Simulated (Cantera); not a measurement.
H2O + SO2 + N2 (abatement and gas-phase synthesis)

Input: 1 mol H2O, a varied amount of SO2, 19 mol N2, equilibrated at 3175 K and 0.0100 bar.

Method: chemical equilibrium by Gibbs-energy minimisation in Cantera with the NASA 1993 tables (ideal gas, pure condensed phases). Candidate condensed phases: H2O, H2SO4, S; 35 gas species. Kinetics and transport are ignored.

From 0.054 mol SO2 to 0.29 mol SO2 nothing is condensed.

```tsv
n(SO2) (mol)	log p N2	log p H	log p O	log p S	log p NO	log p SO	log p OH
0.054	-2.07	-3.06	-3.35	-4.65	-4.52	-5.68	-5.02
0.064	-2.07	-3.06	-3.34	-4.58	-4.52	-5.60	-5.02
0.075	-2.07	-3.06	-3.33	-4.51	-4.51	-5.53	-5.01
0.089	-2.07	-3.06	-3.32	-4.44	-4.50	-5.45	-5.00
0.11	-2.07	-3.06	-3.31	-4.35	-4.49	-5.34	-4.99
0.12	-2.07	-3.06	-3.30	-4.31	-4.48	-5.30	-4.98
0.15	-2.07	-3.06	-3.29	-4.22	-4.47	-5.19	-4.97
0.17	-2.07	-3.07	-3.28	-4.17	-4.46	-5.13	-4.96
0.21	-2.07	-3.07	-3.25	-4.08	-4.44	-5.02	-4.94
0.24	-2.08	-3.07	-3.24	-4.03	-4.42	-4.95	-4.93
0.29	-2.08	-3.07	-3.22	-3.95	-4.40	-4.85	-4.90
```
log p: log10 of the partial pressure in bar; nothing condenses.
